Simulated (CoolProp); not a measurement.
Model: reference Helmholtz-energy equation of state, Akasaka 2023, in CoolProp.

Question: For R1224YDZ, give the phase and the speed of sound (m/s), fugacity coefficient at 28.25 °C and 6.06 MPa.

Answer: 
- 28.25 °C and 6.06 MPa: liquid; speed of sound 649, fugacity coefficient 0.0330
